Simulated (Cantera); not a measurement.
## Equilibrium for abatement and gas-phase synthesis: N2O + H2O + N2

Input: 1 mol N2O, 0.78 mol H2O, 2.5 mol N2, at 2673.15 K.

Cantera equilibrium calculation (NASA polynomials, part measured and part estimated; ideal gas, pure solids and liquids). Candidate condensed phases: H2O; 24 gas species. The ideal-gas law is rough above about 30 bar. The numbers say what is thermodynamically allowed, not how fast it happens.

```tsv
P (Pa)	log p N2	log p O	log p H	log p H2O	log p O2	log p OH	log p H2	log p NO
10	-4.29	-4.61	-4.65	-7.95	-6.24	-6.49	-6.72	-6.39
65	-3.46	-3.89	-3.88	-5.70	-4.79	-5.00	-5.19	-5.25
420	-2.60	-3.31	-3.28	-3.91	-3.63	-3.81	-3.98	-4.24
2700	-1.75	-2.84	-2.89	-2.66	-2.70	-2.95	-3.20	-3.35
17000	-0.93	-2.42	-2.61	-1.69	-1.85	-2.26	-2.65	-2.51
110000	-0.11	-2.00	-2.38	-0.81	-1.02	-1.61	-2.18	-1.69
720000	0.71	-1.59	-2.17	0.04	-0.19	-0.98	-1.75	-0.86
4700000	1.53	-1.17	-1.96	0.87	0.64	-0.36	-1.34	-0.04
30000000	2.34	-0.77	-1.75	1.68	1.45	0.25	-0.93	0.77
```
log p: log10 of the partial pressure in bar; nothing condenses.

From 0.0750 Torr to 225000 Torr nothing is condensed.
